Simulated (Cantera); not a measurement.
An isothermal, constant-pressure homogeneous reactor starts with N₂O : H₂O : N₂ = 1 : 0.0065 : 0.0034 (molar parts), at 1423 K and 12.0 Torr.

Model: GRI-Mech 3.0 (53 species, 325 reactions), integrated in Cantera. GRI-Mech 3.0 was tuned for natural gas; its chemistry of N2O as a main component is partial and can be far from experiment. Radical loss at walls, strong at low pressure, is not modelled. The temperature is held fixed by assumption; the heat of reaction is taken as removed at once.

Predict: x(N₂O) at 3.00 s; x(H₂O) at 3.00 s; x(O) at 3.00 s; x(OH) at 3.00 s; x(H₂) at 3.00 s; x(H) at 3.00 s.


```
Quantity                                           Result
----------------  ---------------------------------------
x(N₂O) at 3.00 s    0.259 (gas-phase equilibrium 6.96e-9)
x(H₂O) at 3.00 s  0.00483 (gas-phase equilibrium 0.00429)
x(O) at 3.00 s    3.06e-5 (gas-phase equilibrium 6.16e-6)
x(OH) at 3.00 s   5.92e-5 (gas-phase equilibrium 2.53e-5)
x(H₂) at 3.00 s   1.46e-7 (gas-phase equilibrium 3.80e-8)
x(H) at 3.00 s    8.18e-8 (gas-phase equilibrium 1.03e-8)
```
